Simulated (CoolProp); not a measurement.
Vapour-liquid equilibrium of n-pentane (1) + acetone (2) at 941 kPa; x and y are mole fractions of (1).

Model: multi-fluid Helmholtz-energy mixture model, Thol 2019 and Lemmon 2006; pair parameters Bell 2016, in CoolProp.

| x | bubble temperature (K) | y at the bubble point | dew temperature at overall composition x (K) | liquid density (mol/L) |
|---|---|---|---|---|
| 0.05 | 408.1 | 0.129 | 411.4 | 10.71 |
| 0.15 | 400.4 | 0.307 | 407.2 | 10.24 |
| 0.25 | 395.6 | 0.420 | 402.9 | 9.743 |
| 0.35 | 392.6 | 0.497 | 398.5 | 9.267 |
| 0.45 | 390.7 | 0.558 | 394.3 | 8.822 |
| 0.55 | 389.6 | 0.611 | 390.9 | 8.419 |
| 0.65 | 389.0 | 0.665 | 389.1 | 8.058 |
| 0.75 | 389.1 | 0.727 | 389.3 | 7.736 |
| 0.85 | 390.2 | 0.807 | 391.0 | 7.444 |
| 0.95 | 392.7 | 0.921 | 393.5 | 7.167 |

y crosses x between x = 0.65 and 0.75: the model has an azeotrope there.

The pair parameters rest on a limited set of measurements; away from them the model extrapolates.
